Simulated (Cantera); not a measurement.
Hydrocarbon pyrolysis for carbon deposition

A perfectly stirred reactor is fed with 5.56 % CH4, 94.4 % N2, at 190000 Pa; it is held at 1650 K, and followed from long to short residence time.

Detailed kinetics in Cantera: GRI-Mech 3.0 (53 species, 325 reactions). GRI-Mech 3.0 stops at C3 and has no aromatics, soot or wall deposition, so with more carbon than oxygen in the feed, carbon stays in small species such as C2H2 where larger ones or solid carbon would form.

```csv
τ (s),x CH4,x H,x HCN,x CH2,x C2H4,x H2
2.4,0.00551,1.67e-5,9.58e-7,6.01e-9,0.000239,0.0709
0.91,0.00866,1.56e-5,5.65e-7,9.30e-9,0.000229,0.0664
0.35,0.0134,1.40e-5,3.28e-7,1.42e-8,0.000233,0.0596
0.13,0.0203,1.19e-5,1.74e-7,2.17e-8,0.000286,0.0498
0.051,0.0283,9.51e-6,8.71e-8,3.16e-8,0.000435,0.0381
0.020,0.0366,7.01e-6,3.83e-8,4.48e-8,0.000727,0.0259
0.0075,0.0442,4.54e-6,1.34e-8,6.06e-8,0.00109,0.0145
0.0029,0.0498,2.48e-6,3.44e-9,7.01e-8,0.00110,0.00650
0.0011,0.0534,1.02e-6,4.74e-10,5.63e-8,0.000527,0.00193
0.00042,0.0550,3.88e-7,4.59e-11,2.70e-8,0.000108,0.000416
0.00016,0.0554,2.05e-7,5.49e-12,8.92e-9,1.30e-5,9.56e-5
```
x: mole fraction; the columns are a selection and need not sum to one.
